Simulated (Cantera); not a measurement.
Gas mixture: 100 % NO, at 0.0503 atm, frozen composition.

Cantera's kinetic-theory transport with the Lennard-Jones parameters of GRI-Mech 3.0, ideal gas; thermal conductivity in the multicomponent form. The composition is frozen, though it would react at the higher temperatures.

One state of this run: ρ (kg/m³) = 0.0115; cp (J/kg/K) = 1199; μ (µPa s) = 58.3; λ (mW/m/K) = 98.9; Pr = 0.706; D (cm²/s) CH₄ = 76.4; D (cm²/s) OH = 105; D (cm²/s) CO₂ = 55.6. D: mixture-averaged diffusion coefficient of that species in the mixture.

Problem. Which value of T (K) does it belong to?
(A) 1150
(B) 1450
(C) 1600
(D) 700

Solution. C, 1600
